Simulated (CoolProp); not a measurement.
Vapour-liquid equilibrium of dimethyl ether (1) + methanol (2) at 31.85 °C; x and y are mole fractions of (1).

Values from CoolProp's multi-fluid Helmholtz-energy mixture model, Wu 2011 and de Reuck 1993; pair parameters Bell 2016.

### Question
Give the bubble pressure and the first vapour's composition at x = 0.05, 0.35, 0.8. Is there an azeotrope?

### Answer
x = 0.05: 95.62 kPa, y = 0.755; x = 0.35: 385.1 kPa, y = 0.948; x = 0.8: 597.1 kPa, y = 0.979. No azeotrope shows between x = 0.05 and 0.95.

Pair parameters are fitted to limited data, so mixtures are less certain than the pure fluids. With so large a gap from Raoult's law the liquid may split in two, which this calculation doesn't test in full.
